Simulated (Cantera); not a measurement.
Cantera run:

```python
import numpy as np
import cantera as ct

gas_names = [...]  # 113 gases of nasa_gas.yaml made of C, H, O, Ti
cond_names = """
    C(gr) C6H6(L) C7H8(L) C8H18(L),n-octa H2O(s) H2O(L) Ti(a) Ti(b) Ti(L) TiC(s) TiC(L) TiO(a) TiO(b)
    TiO(L) TiO2(ru) TiO2(L) Ti2O3(a) Ti2O3(b) Ti2O3(L) Ti3O5(a) Ti3O5(b) Ti3O5(L) Ti4O7(s) Ti4O7(L)
""".split()


# ... load() reads the species with a 1 bar reference pressure and builds the phases ...
atoms = {
    'Ti(OiPr)4': {'Ti': 1, 'C': 12, 'H': 28, 'O': 4},
    'C3H8': {'C': 3, 'H': 8},
}
top_T = {'C(gr)': 4500}  # K; cautious upper limits of use, not melting points


# ... equilibrate(T, P, feed) seeds the gas with the atoms and calls Mixture.equilibrate('TP', solver="vcs", rtol=1e-11, max_steps=5000) ...
results = []
feed = {'Ti(OiPr)4': 1, 'C3H8': 0.94}  # mol
P = 100000  # Pa
for T in [1298, 1373, 1448, 1523, 1598, 1673, 1748, 1823, 1898, 1973, 2048, 2123, 2198, 2273]:
    mix = equilibrate(T, P, feed)
    results.append((T, P, feed, dict(zip(mix.species_names, mix.species_moles))))

top = {s: max(r[3][s] / sum(r[3][g] for g in gas_names) for r in results) for s in gas_names}
cols = sorted((s for s in top if top[s] > 1e-05), key=lambda s: -top[s])[:6]
seen = [c for c in cond_names if any(r[3].get(c, 0) > 1e-12 for r in results)]
print("log10 of partial pressures in bar; condensed amounts in mol")
print(f"{'T/K':>10s}" + "".join(f"{s[:9]:>10s}" for s in cols + seen))
for T, P, feed, n in results:
    ng = sum(n[g] for g in gas_names)
    print(f"{T:10.4g}" + "".join(f"{np.log10(max(n[s] / ng * P / 1e5, 1e-99)):10.3f}" for s in cols)
          + "".join(f"{n.get(c, 0):10.4g}" for c in seen))
```

Result:

```
log10 of partial pressures in bar; condensed amounts in mol
       T/K        H2        CO         H       CH4 C2H2,acet       H2O     C(gr)    TiC(s)  Ti3O5(b)  Ti4O7(s)
      1298    -0.055    -0.950    -5.998    -2.209    -6.308    -3.037     12.47         0         0      0.25
      1373    -0.056    -0.935    -5.505    -2.410    -5.818    -3.321     12.42         0    0.3333         0
      1448    -0.058    -0.914    -5.064    -2.592    -5.381    -3.568     12.23   0.07873    0.3071         0
      1523    -0.089    -0.735    -4.681    -2.816    -5.017    -3.661     9.791         1         0         0
      1598    -0.089    -0.735    -4.318    -2.961    -4.659    -3.877     9.798         1         0         0
      1673    -0.089    -0.735    -3.988    -3.093    -4.333    -4.074     9.802         1         0         0
      1748    -0.089    -0.735    -3.686    -3.214    -4.036    -4.254     9.804         1         0         0
      1823    -0.089    -0.736    -3.408    -3.324    -3.764    -4.418     9.803         1         0         0
      1898    -0.089    -0.736    -3.151    -3.426    -3.514    -4.569     9.799         1         0         0
      1973    -0.089    -0.736    -2.915    -3.519    -3.283    -4.709     9.791         1         0         0
      2048    -0.090    -0.736    -2.695    -3.606    -3.069    -4.838     9.777         1         0         0
      2123    -0.091    -0.736    -2.491    -3.686    -2.872    -4.958     9.757         1         0         0
      2198    -0.092    -0.737    -2.300    -3.762    -2.688    -5.070     9.726         1         0         0
      2273    -0.094    -0.737    -2.123    -3.833    -2.517    -5.174     9.683         1         0         0
```

Equilibrium computed with Cantera from the NASA thermochemical tables; the gas is ideal and each condensed phase is pure. The feed counts by its element totals alone. Mutual solubility and eutectic melting of coexisting phases are not modelled. TiC: taken at fixed stoichiometry. Condensed phases not in the tables: Magnéli phases beyond Ti4O7.
